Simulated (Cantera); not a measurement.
A Cantera script and what it prints.

```python
import numpy as np
import cantera as ct

gas_names = """
    H HNO HNO2 HNO3 HO2 H2 H2O H2O2 N NH NH2 NH3 NH2OH NO NO2 NO3 N2 N2H2 N2H4 N2O O OH O2 O3 Zr ZrN ZrO
    ZrO2
""".split()
cond_names = """
    H2O(s) H2O(L) Zr(a) Zr(b) Zr(L) ZrN(s) ZrN(L) ZrO2(a) ZrO2(b) ZrO2(L)
""".split()


# ... load() reads the species with a 1 bar reference pressure and builds the phases ...
atoms = {
    'Zr': {'Zr': 1},
    'N2O': {'N': 2, 'O': 1},
    'H2': {'H': 2},
}
top_T = {}  # K; cautious upper limits of use, not melting points


# ... equilibrate(T, P, feed) seeds the gas with the atoms and calls Mixture.equilibrate('TP', solver="vcs", rtol=1e-11, max_steps=5000) ...
results = []
feed = {'Zr': 1, 'N2O': 0.6, 'H2': 210}  # mol
P = 133.322  # Pa
for T in [1675, 1775, 1875, 1975, 2075, 2175, 2275, 2375, 2475, 2575, 2675]:
    mix = equilibrate(T, P, feed)
    results.append((T, P, feed, dict(zip(mix.species_names, mix.species_moles))))
    x = sorted(zip(gas.X, gas.species_names), reverse=True)
    print(f"T = {T:g} K  P = {P:g} Pa  gas = {mix.phase_moles(0):.4g} mol")
    print("   x: " + "  ".join(f"{s} {v:.3e}" for v, s in x if v > 1e-05))
    print("   condensed (mol): " + ("  ".join(f"{mix.phase(i).name} {mix.phase_moles(i):.4g}"
          for i in range(1, mix.n_phases) if mix.phase_moles(i) > 1e-12) or "none"))
```

It prints:

```
T = 1675 K  P = 133.322 Pa  gas = 210.6 mol
   x: H2 9.956e-01  H 3.173e-03  N2 1.187e-03
   condensed (mol): ZrN(s) 0.7003  ZrO2(b) 0.2997
T = 1775 K  P = 133.322 Pa  gas = 211.1 mol
   x: H2 9.909e-01  H 7.891e-03  N2 1.183e-03
   condensed (mol): ZrN(s) 0.7004  ZrO2(b) 0.2996
T = 1875 K  P = 133.322 Pa  gas = 212.1 mol
   x: H2 9.810e-01  H 1.778e-02  N2 1.177e-03
   condensed (mol): ZrN(s) 0.7006  ZrO2(b) 0.2994
T = 1975 K  P = 133.322 Pa  gas = 214.2 mol
   x: H2 9.621e-01  H 3.676e-02  N2 1.166e-03
   condensed (mol): ZrN(s) 0.7006  ZrO2(b) 0.2989
T = 2075 K  P = 133.322 Pa  gas = 217.9 mol
   x: H2 9.285e-01  H 7.029e-02  N2 1.151e-03  ZrO 2.584e-05  H2O 1.058e-05
   condensed (mol): ZrN(s) 0.6983  ZrO2(b) 0.296
T = 2175 K  P = 133.322 Pa  gas = 224.3 mol
   x: H2 8.736e-01  H 1.250e-01  N2 1.165e-03  ZrO 2.112e-04  H2O 1.339e-05
   condensed (mol): ZrN(s) 0.6772  ZrO2(b) 0.2745
T = 2275 K  P = 133.322 Pa  gas = 234.9 mol
   x: H2 7.905e-01  H 2.067e-01  N2 1.413e-03  ZrO 1.365e-03  Zr 2.478e-05  H2O 1.664e-05
   condensed (mol): ZrN(s) 0.5359  ZrO2(b) 0.136
T = 2375 K  P = 133.322 Pa  gas = 251 mol
   x: H2 6.778e-01  H 3.180e-01  ZrO 2.376e-03  N2 1.684e-03  Zr 1.900e-04
   condensed (mol): ZrN(s) 0.355
T = 2475 K  P = 133.322 Pa  gas = 273.5 mol
   x: H2 5.412e-01  H 4.533e-01  ZrO 2.191e-03  N2 2.064e-03  Zr 1.206e-03
   condensed (mol): ZrN(s) 0.07089
T = 2575 K  P = 133.322 Pa  gas = 301.8 mol
   x: H 5.977e-01  H2 3.970e-01  N2 1.988e-03  ZrO 1.985e-03  Zr 1.328e-03
   condensed (mol): none
T = 2675 K  P = 133.322 Pa  gas = 333.1 mol
   x: H 7.294e-01  H2 2.658e-01  N2 1.801e-03  ZrO 1.796e-03  Zr 1.206e-03
   condensed (mol): none
```

Equilibrium computed with Cantera from the NASA thermochemical tables; the gas is ideal and each condensed phase is pure. Mutual solubility and eutectic melting of coexisting phases are not modelled. ZrN: taken at fixed stoichiometry. Condensed phases not in the tables: solid solutions among these carbides, nitrides and lower oxides.
